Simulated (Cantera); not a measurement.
Input: 1 mol CaCl2, 34 mol N2, at 0.210 Pa.

These are equilibrium values from Cantera (NASA tables, ideal gas, pure condensed phases), not measurements of a reactor. Candidate condensed phases: Ca, CaCl2; 8 gas species. Equilibrium is a limit: real reactors are often held back by kinetics, nucleation or transport.

x: gas mole fraction; n: condensed amount in mol.

```csv
T (K),x N2,x Cl,x CaCl2,x Ca,x CaCl,x N,n CaCl2(s)
800,1.000,<1e-12,8.25e-7,<1e-12,<1e-12,<1e-12,1.000
900,1.000,6.24e-11,0.000159,<1e-12,6.23e-11,<1e-12,0.995
1000,0.990,1.31e-8,0.0105,7.35e-12,1.31e-8,<1e-12,0.641
1100,0.971,(withheld),0.0286,(withheld),(withheld),<1e-12,0
1200,0.971,2.87e-6,0.0286,2.60e-8,2.82e-6,<1e-12,0
1300,0.971,(withheld),0.0286,(withheld),(withheld),<1e-12,0
1400,0.971,0.000101,0.0285,7.87e-6,8.49e-5,2.67e-12,0
1500,0.971,0.000444,0.0282,6.79e-5,0.000308,4.13e-11,0
1600,0.970,0.00169,0.0272,0.000402,0.000889,4.54e-10,0
1700,0.966,0.00559,0.0246,0.00176,0.00208,3.77e-9,0
1800,0.956,0.0155,0.0185,0.00584,0.00380,2.47e-8,0
1900,0.939,0.0331,0.00876,0.0142,0.00464,1.32e-7,0
2000,0.925,0.0481,0.00172,0.0226,0.00290,5.99e-7,0
2100,0.920,0.0527,0.000180,0.0258,0.00111,2.36e-6,0
```

Q: Complete the blanks.

A: 
- 1100, x Cl: 3.11e-7
- 1100, x Ca: 6.37e-10
- 1100, x CaCl: 3.09e-7
- 1300, x Cl: 1.92e-5
- 1300, x Ca: 5.84e-7
- 1300, x CaCl: 1.80e-5
